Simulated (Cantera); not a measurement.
A perfectly stirred reactor is fed with 28.1 % H2, 14.6 % O2, 55.0 % N2, 2.30 % H2O, equivalence ratio 0.96, at 5.00 bar; it is adiabatic with a 673 K inlet, and is followed from long to short residence time, starting on the burning branch (τ in s: 0.063, 0.028, 0.012, 0.0054, 0.0024, 0.001, 0.00046, 0.0002, 8.8e-05, 3.9e-05, 1.7e-05, 7.5e-06).

Computed with Cantera and the H2/O2 subset of GRI-Mech 3.0, which has no nitrogen chemistry. The hydrogen kinetics of GRI-Mech 3.0 are dated; newer H2 mechanisms differ, most at raised pressure.

Task: Predict: blow-out, bracketed by the residence times tried; x(H2) at τ = 63.0 ms; x(O2) at τ = 63.0 ms; x(H2O) at τ = 63.0 ms; x(H) at τ = 63.0 ms; x(O) at τ = 63.0 ms; x(H2) at τ = 0.460 ms; x(O2) at τ = 0.460 ms; x(H2O) at τ = 0.460 ms; x(H) at τ = 0.460 ms; x(O) at τ = 0.460 ms.

Result: 
```json
{
 "blow_out_bracketed_by_the_residence_times_tried": "burning at 7.50 µs, the shortest tried",
 "x(H2) at τ = 63.0 ms": "0.0122",
 "x(O2) at τ = 63.0 ms": "0.0103",
 "x(H2O) at τ = 63.0 ms": "0.331",
 "x(H) at τ = 63.0 ms": "0.00170",
 "x(O) at τ = 63.0 ms": "0.000929",
 "x(H2) at τ = 0.460 ms": "0.0173",
 "x(O2) at τ = 0.460 ms": "0.0124",
 "x(H2O) at τ = 0.460 ms": "0.323",
 "x(H) at τ = 0.460 ms": "0.00308",
 "x(O) at τ = 0.460 ms": "0.00145"
}
```
